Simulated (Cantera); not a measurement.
# Thermodynamics of silicon nitride deposition, feed SiCl4 + NH3

A closed system holds: 1 mol SiCl4, 47 mol NH3, equilibrated at 1700 °C.

Equilibrium computed with Cantera from the NASA thermochemical tables; the gas is ideal and each condensed phase is pure. Candidate condensed phases: NH4Cl, Si, Si3N4; 28 gas species. The tables' values for SiCl, SiN, SiCl3 are old estimates; treat these amounts as uncertain. Gases not in the tables: Si2H6 and higher silanes. The numbers say what is thermodynamically allowed, not how fast it happens.

```
P (Pa)   x H2   x N2      x H   x HCl  n Si(l)  n Si3N4(s)
------  -----  -----  -------  ------  -------  ----------
5       0.583  0.224    0.146  0.0319        0           0
21      0.644  0.233   0.0747  0.0357        0           0
85      0.676  0.238   0.0381  0.0364        0           0
350     0.695  0.241   0.0190  0.0340        0           0
1400    0.707  0.243  0.00959  0.0330    0.338           0
5900    0.713  0.244  0.00469  0.0334    0.536           0
24000   0.715  0.244  0.00233  0.0336    0.589           0
100000  0.719  0.241  0.00114  0.0362        0       0.241
```
x: gas mole fraction; n: condensed amount in mol.

From 5.00 Pa to 3.50 mbar nothing is condensed. From 14.0 mbar to 0.240 bar the condensed part is Si(l). At 1.00 bar the condensed part is Si3N4(s). The main Si-bearing gas is Si at 5.00 Pa and SiCl2 at 1.00 bar.
